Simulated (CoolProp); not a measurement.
Properties of ethylene along the isotherm 429.1 K (Tc = 282.4 K, pc = 5.042 MPa, ω = 0.087).

Computed with CoolProp (reference Helmholtz-energy equation of state, Smukala 2000).

| p (MPa) | phase | density (kg/m³) | cp (kJ/(kg K)) | cv (kJ/(kg K)) | isothermal compressibility (1/MPa) | expansivity (1/kK) |
|---|---|---|---|---|---|---|
| 1.26 | gas | 10.12 | 2.036 | 1.703 | 0.8104 | 2.522 |
| 2.52 | gas | 20.67 | 2.086 | 1.712 | 0.4136 | 2.729 |
| 3.78 | gas | 31.66 | 2.140 | 1.721 | 0.2812 | 2.948 |
| 5.04 | gas | 43.10 | 2.198 | 1.729 | 0.2148 | 3.180 |
| 6.3 | supercritical | 54.98 | 2.261 | 1.738 | 0.1746 | 3.419 |
| 7.56 | supercritical | 67.27 | 2.327 | 1.746 | 0.1474 | 3.662 |
| 8.82 | supercritical | 79.94 | 2.396 | 1.754 | 0.1274 | 3.902 |
| 10.1 | supercritical | 93.13 | 2.466 | 1.762 | 0.1117 | 4.133 |
| 11.3 | supercritical | 105.7 | 2.532 | 1.769 | 0.09968 | 4.329 |
| 12.6 | supercritical | 119.4 | 2.600 | 1.776 | 0.08861 | 4.510 |
